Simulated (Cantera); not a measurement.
Input (Python, Cantera):

```python
import numpy as np
import cantera as ct

gas = ct.Solution("gri30.yaml")


def delay(T, t_max=10):
    gas.TPX = T, 3400000, {'H2': 1, 'O2': 0.238, 'N2': 0.895}
    reactor = ct.IdealGasReactor(gas, clone=False)
    net = ct.ReactorNet([reactor])
    net.rtol, net.atol = 1e-8, 1e-16
    while net.time < t_max:
        t_old, T_old = net.time, reactor.T
        net.step()
        if reactor.T > T + 400:  # ignition: a rise of 400 K
            return t_old + (T + 400 - T_old) / (reactor.T - T_old) * (net.time - t_old)
    return np.nan


taus = []
for T in [1100, 1200, 1300, 1400, 1500, 1600, 1700, 1800]:
    taus.append(delay(T))
    print(f"T0 = {T:6g} K   tau = {taus[-1]:.4e} s")
```

It prints:

```
T0 =   1100 K   tau = 4.2506e-04 s
T0 =   1200 K   tau = 7.8686e-05 s
T0 =   1300 K   tau = 1.6368e-05 s
T0 =   1400 K   tau = 3.2824e-06 s
T0 =   1500 K   tau = 8.4036e-07 s
T0 =   1600 K   tau = 4.1139e-07 s
T0 =   1700 K   tau = 2.6654e-07 s
T0 =   1800 K   tau = 1.9478e-07 s
```

Computed with Cantera and GRI-Mech 3.0 (53 species, 325 reactions). The hydrogen kinetics of GRI-Mech 3.0 are dated; newer H2 mechanisms differ, most at raised pressure. The pressure lies above the range GRI-Mech 3.0 was tuned for (to about 10 atm).
